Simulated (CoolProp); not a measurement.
Properties of dimethyl carbonate along the isobar 21.7 MPa.

Model: reference Helmholtz-energy equation of state, Zhou 2011, in CoolProp.

| T (K) | phase | isothermal compressibility (1/MPa) | fugacity coefficient |
|---|---|---|---|
| 307.3 | liquid | 0.0007959 | 0.001076 |
| 317.9 | liquid | ? | ? |
| 328.5 | liquid | 0.0009207 | ? |
| 339 | liquid | 0.0009910 | 0.003911 |
| 349.6 | liquid | 0.001068 | 0.005645 |
| 360.2 | liquid | 0.001153 | 0.007929 |
| 370.8 | liquid | 0.001245 | 0.01087 |
| 381.3 | liquid | 0.001345 | 0.01452 |
| 391.9 | liquid | 0.001455 | 0.01907 |
| 402.5 | liquid | 0.001577 | ? |
| 413 | liquid | 0.001710 | 0.03107 |
| 423.6 | liquid | 0.001858 | 0.03876 |
| 434.2 | liquid | 0.002021 | 0.04766 |

### Question
Fill in the missing entries.

### Answer

- 317.9, isothermal compressibility (1/MPa): 0.0008557
- 317.9, fugacity coefficient: 0.001717
- 328.5, fugacity coefficient: 0.002640
- 402.5, fugacity coefficient: 0.02458
